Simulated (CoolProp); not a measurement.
The fluid at 298.15 K and 0.00565 MPa flows at 3.4 m/s in a round tube of 25 mm bore and 0.25 µm roughness, fully developed (64/Re and Nu = 3.66 if laminar; Colebrook and Gnielinski if turbulent). The same conditions are run with several fluids, on thermodynamics alone (safety and materials aside).

The numbers come from the reference Helmholtz-energy equation of state of each fluid (methanol: de Reuck 1993; ethane: Bücker 2006; R13: Platzer 1990; dry air: Lemmon 2000) in CoolProp. The equations of Platzer and Polt are older, rougher fits. Blends and air are pseudo-pure fits.

Rank methanol, ethane, R13, dry air by Reynolds number, highest first.

R13 (1410), methanol (646), ethane (624), dry air (304)

```json
[
 {"fluid": "methanol", "Darcy friction factor": "0.0990", "pressure drop (Pa/m)": "1.68", "heat-transfer coefficient (W/(m² K))": "2.21", "mass flow (kg/h)": "0.441"},
 {"fluid": "ethane", "Darcy friction factor": "0.102", "pressure drop (Pa/m)": "1.62", "heat-transfer coefficient (W/(m² K))": "3.06", "mass flow (kg/h)": "0.412"},
 {"fluid": "R13", "Darcy friction factor": "0.0454", "pressure drop (Pa/m)": "2.50", "heat-transfer coefficient (W/(m² K))": "1.80", "mass flow (kg/h)": "1.43"},
 {"fluid": "dry air", "Darcy friction factor": "0.210", "pressure drop (Pa/m)": "3.21", "heat-transfer coefficient (W/(m² K))": "3.84", "mass flow (kg/h)": "0.397"}
]
```

Transport values come from each fluid's own correlations; those of R13 are estimates that may be off by 10 % or more.
